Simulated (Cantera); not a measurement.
Input (Python, Cantera) and output of one run.

```python
import numpy as np
import cantera as ct

gas_names = """
    Ba BaF BaF2 F FO FO2 F2 F2O N NF NF2 NF3 NO NO2 NO3 N2 N2O O O2 O3
""".split()
cond_names = """
    Ba(cr) Ba(L) BaF2(a) BaF2(b,c) BaF2(L) BaO(s) BaO(L)
""".split()


# ... load() reads the species with a 1 bar reference pressure and builds the phases ...
atoms = {
    'BaF2': {'Ba': 1, 'F': 2},
    'O2': {'O': 2},
    'N2': {'N': 2},
}
top_T = {}  # K; cautious upper limits of use, not melting points


# ... equilibrate(T, P, feed) seeds the gas with the atoms and calls Mixture.equilibrate('TP', solver="vcs", rtol=1e-11, max_steps=5000) ...
results = []
feed = {'BaF2': 1, 'O2': 0.63, 'N2': 0.29}  # mol
T = 1550  # K
P = 0.2  # Pa
mix = equilibrate(T, P, feed)
results.append((T, P, feed, dict(zip(mix.species_names, mix.species_moles))))
print(gas.report(threshold=1e-06))
for i in range(1, mix.n_phases):
    print(f"{mix.phase(i).name:16s} {mix.phase_moles(i):12.5e} mol")
```

Result:

```
       temperature   1550 K
          pressure   0.2 Pa
           density   1.6429e-06 kg/m^3
  mean mol. weight   105.87 kg/kmol
   phase of matter   gas

                          1 kg             1 kmol
                     ---------------   ---------------
          enthalpy       -3.3984e+06       -3.5978e+08  J
   internal energy       -3.5202e+06       -3.7267e+08  J
           entropy            4200.5        4.4469e+05  J/K
    Gibbs function       -9.9092e+06       -1.0491e+09  J
 heat capacity c_p             448.1             47439  J/K
 heat capacity c_v            369.57             39125  J/K

                      mass frac. Y      mole frac. X     chem. pot. / RT
                     ---------------   ---------------   ---------------
               BaF        0.00015093        0.00010221           -80.612
              BaF2           0.86092           0.51986           -118.08
                 F        1.8343e-05        0.00010221           -37.469
                NO        0.00023901        0.00084326           -41.633
                N2          0.039789           0.15037           -41.131
                 O        0.00047722         0.0031578           -21.068
                O2          0.098404           0.32557           -42.135
     [  +13 minor]        3.7219e-09        7.5438e-09

Ba(L)             0.00000e+00 mol
BaF2(b,c)         0.00000e+00 mol
BaO(s)            0.00000e+00 mol
```

Method: chemical equilibrium by Gibbs-energy minimisation in Cantera with the NASA 1993 tables (ideal gas, pure condensed phases).
